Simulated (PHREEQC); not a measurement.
Solution (25 °C): 38 mmol/kgw H2SO4, 0.06 mmol/kgw NiSO4, 31 mmol/kgw Fe2(SO4)3 and 0.63 mmol/kgw NaCl. Closed to the air; pH follows from the charge balance.

Equilibrium calculation in PHREEQC: ion-association model, wateq4f.dat.

```json
{
  "pH": "1.55",
  "ionic_strength": "0.143 mol/kgw",
  "total_alkalinity": "-200 meq/kg"
}
```

```json
[
 {"species": "FeSO4+", "molality": "0.0434", "activity": "0.0330", "log γ": "-0.119"},
 {"species": "H+", "molality": "0.0347", "activity": "0.0282", "log γ": "-0.091"},
 {"species": "HSO4-", "molality": "0.0341", "activity": "0.0257", "log γ": "-0.124"},
 {"species": "SO4-2", "molality": "0.0284", "activity": "0.00937", "log γ": "-0.481"},
 {"species": "Fe(SO4)2-", "molality": "0.00887", "activity": "0.00676", "log γ": "-0.118"},
 {"species": "FeHSO4+2", "molality": "0.00738", "activity": "0.00249", "log γ": "-0.472"},
 {"species": "Fe+3", "molality": "0.00212", "activity": "0.000321", "log γ": "-0.819"},
 {"species": "Cl-", "molality": "0.000617", "activity": "0.000455", "log γ": "-0.132"},
 {"species": "Na+", "molality": "0.000602", "activity": "0.000459", "log γ": "-0.118"},
 {"species": "FeOH+2", "molality": "0.000219", "activity": "7.34e-5", "log γ": "-0.476"},
 {"species": "Ni+2", "molality": "3.76e-5", "activity": "1.27e-5", "log γ": "-0.472"},
 {"species": "NaSO4-", "molality": "2.81e-5", "activity": "2.15e-5", "log γ": "-0.115"},
 {"species": "NiSO4", "molality": "2.24e-5", "activity": "2.31e-5", "log γ": "0.014"},
 {"species": "FeCl+2", "molality": "1.32e-5", "activity": "4.41e-6", "log γ": "-0.476"}
]
```

Precipitation was switched off in this run. Examples of supersaturated solids here: Hematite (slow to form), Goethite (slow to form). Others may be too. Species that the database lacks are ignored.
